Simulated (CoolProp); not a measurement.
The fluid at 357.75 K and 3.04 MPa flows at 0.22 m/s in a round tube of 25 mm bore and 45 µm roughness, fully developed (64/Re and Nu = 3.66 if laminar; Colebrook and Gnielinski if turbulent). The same conditions are run with several fluids, on thermodynamics alone (safety and materials aside).

The numbers come from the reference Helmholtz-energy equation of state of each fluid (water: Wagner 2002; n-octane: Beckmüller 2019; n-hexane: Thol 2019; n-nonane: Lemmon 2006; R227EA: Lemmon 2016) in CoolProp.

| fluid | Reynolds number | Darcy friction factor | pressure drop (Pa/m) | heat-transfer coefficient (W/(m² K)) | mass flow (kg/h) |
|---|---|---|---|---|---|
| water | … | … | … | 2140 | 377 |
| n-octane | 12400 | 0.0321 | 20.3 | 433 | 254 |
| n-hexane | 18100 | 0.0299 | 17.5 | 515 | 234 |
| n-nonane | … | … | 21.7 | … | 260 |
| R227EA | … | … | 27.0 | 594 | 423 |

Question: Some entries are withheld; supply them.

Answer: 
- water, Reynolds number: 15900
- water, Darcy friction factor: 0.0306
- water, pressure drop (Pa/m): 28.8
- n-nonane, Reynolds number: 10100
- n-nonane, Darcy friction factor: 0.0334
- n-nonane, heat-transfer coefficient (W/(m² K)): 396
- R227EA, Reynolds number: 57500
- R227EA, Darcy friction factor: 0.0257

Transport values come from each fluid's own correlations; those of R227EA are estimates that may be off by 10 % or more.
